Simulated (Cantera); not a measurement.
A freely propagating, adiabatic, planar premixed flame of 52.2 % H2, 9.66 % O2, 34.8 % N2, 3.34 % H2O, equivalence ratio 2.7, unburnt at 348 K and 1.00 atm; mixture-averaged transport, grid criteria slope 0.08 and curve 0.16, no radiation.

Detailed kinetics in Cantera: the H2/O2 subset of GRI-Mech 3.0, which has no nitrogen chemistry. Burning velocities carry a grid error of a few per cent, more on coarse grids.

x: mole fraction of selected species; z is measured from the peak of heat release.

```json
[
 {"z (mm)": "-1.07", "T (K)": "348", "u (m/s)": "3.02", "x H2": "0.522", "x O2": "0.0966", "x H2O": "0.0334", "x HO2": "<1e-8", "x H2O2": "<1e-8", "x OH": "<1e-8"},
 {"z (mm)": "-0.713", "T (K)": "348", "u (m/s)": "3.02", "x H2": "0.522", "x O2": "0.0966", "x H2O": "0.0334", "x HO2": "<1e-8", "x H2O2": "<1e-8", "x OH": "<1e-8"},
 {"z (mm)": "-0.535", "T (K)": "348", "u (m/s)": "3.02", "x H2": "0.522", "x O2": "0.0966", "x H2O": "0.0334", "x HO2": "…", "x H2O2": "<1e-8", "x OH": "<1e-8"},
 {"z (mm)": "-0.357", "T (K)": "349", "u (m/s)": "3.02", "x H2": "0.522", "x O2": "0.0966", "x H2O": "0.0334", "x HO2": "…", "x H2O2": "4.67e-8", "x OH": "<1e-8"},
 {"z (mm)": "-0.178", "T (K)": "389", "u (m/s)": "3.34", "x H2": "0.515", "x O2": "0.0975", "x H2O": "0.0349", "x HO2": "…", "x H2O2": "1.70e-5", "x OH": "1.43e-5"},
 {"z (mm)": "-0.0891", "T (K)": "644", "u (m/s)": "5.36", "x H2": "0.486", "x O2": "0.0917", "x H2O": "0.0557", "x HO2": "…", "x H2O2": "6.35e-5", "x OH": "0.000524"},
 {"z (mm)": "0", "T (K)": "1000", "u (m/s)": "8.12", "x H2": "0.434", "x O2": "0.0707", "x H2O": "0.106", "x HO2": "…", "x H2O2": "1.16e-5", "x OH": "0.000575"},
 {"z (mm)": "0.0891", "T (K)": "1258", "u (m/s)": "10.1", "x H2": "0.377", "x O2": "0.0373", "x H2O": "0.172", "x HO2": "…", "x H2O2": "8.66e-7", "x OH": "0.00103"},
 {"z (mm)": "0.178", "T (K)": "1398", "u (m/s)": "11.3", "x H2": "0.344", "x O2": "0.0132", "x H2O": "0.218", "x HO2": "…", "x H2O2": "3.51e-7", "x OH": "0.00116"},
 {"z (mm)": "0.357", "T (K)": "1508", "u (m/s)": "12.1", "x H2": "0.331", "x O2": "0.00125", "x H2O": "0.241", "x HO2": "…", "x H2O2": "1.64e-7", "x OH": "0.00110"},
 {"z (mm)": "0.713", "T (K)": "1596", "u (m/s)": "12.7", "x H2": "0.337", "x O2": "6.29e-5", "x H2O": "0.245", "x HO2": "…", "x H2O2": "1.11e-7", "x OH": "0.00108"},
 {"z (mm)": "1.43", "T (K)": "1675", "u (m/s)": "13.3", "x H2": "0.344", "x O2": "1.96e-5", "x H2O": "0.247", "x HO2": "…", "x H2O2": "6.55e-8", "x OH": "0.000940"},
 {"z (mm)": "2.85", "T (K)": "1739", "u (m/s)": "13.7", "x H2": "0.351", "x O2": "9.21e-6", "x H2O": "0.248", "x HO2": "…", "x H2O2": "3.21e-8", "x OH": "0.000715"}
]
```

Q: Some entries are withheld; supply them.

A: 
- -0.535, x HO2: 1.47e-8
- -0.357, x HO2: 4.72e-7
- -0.178, x HO2: 0.000168
- -0.0891, x HO2: 0.000307
- 0, x HO2: 0.000111
- 0.0891, x HO2: 4.62e-5
- 0.178, x HO2: 1.54e-5
- 0.357, x HO2: 1.35e-6
- 0.713, x HO2: 7.11e-8
- 1.43, x HO2: 2.64e-8
- 2.85, x HO2: 1.37e-8
